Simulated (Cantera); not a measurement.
A perfectly stirred reactor is fed with H₂ : O₂ : N₂ = 1 : 0.769 : 2.89 (molar parts), at 0.543 atm; it is adiabatic with a 425 K inlet, and is followed from long to short residence time, starting on the burning branch (τ in s: 0.021, 0.013, 0.0078, 0.0048, 0.0029, 0.0018, 0.0011, 0.00066, 0.0004, 0.00024, 0.00015, 9.1e-05).

Computed with Cantera and GRI-Mech 3.0 (53 species, 325 reactions).

What does this change do: pressure from 0.543 atm to 6.42 atm?


| quantity | before | after |
|---|---|---|
| blow-out, bracketed by the residence times tried | burning at 91.0 µs, the shortest tried | burning at 91.0 µs, the shortest tried |
| x(H₂) at τ = 21.0 ms | 0.00219 | 0.000210 |
| x(O₂) at τ = 21.0 ms | 0.0634 | 0.0641 |
| x(NO₂) at τ = 21.0 ms | 3.98e-8 | 3.45e-7 |
| x(HO₂) at τ = 21.0 ms | 3.19e-6 | 3.83e-6 |
| x(H₂O₂) at τ = 21.0 ms | 1.47e-7 | 3.59e-7 |
| x(H₂) at τ = 1.10 ms | 0.0109 | 0.000920 |
| x(O₂) at τ = 1.10 ms | 0.0647 | 0.0640 |
| x(NO₂) at τ = 1.10 ms | 5.16e-9 | 1.19e-7 |
| x(HO₂) at τ = 1.10 ms | 1.29e-5 | 1.02e-5 |
| x(H₂O₂) at τ = 1.10 ms | 5.00e-7 | 6.85e-7 |
The hydrogen kinetics of GRI-Mech 3.0 are dated; newer H2 mechanisms differ, most at raised pressure.
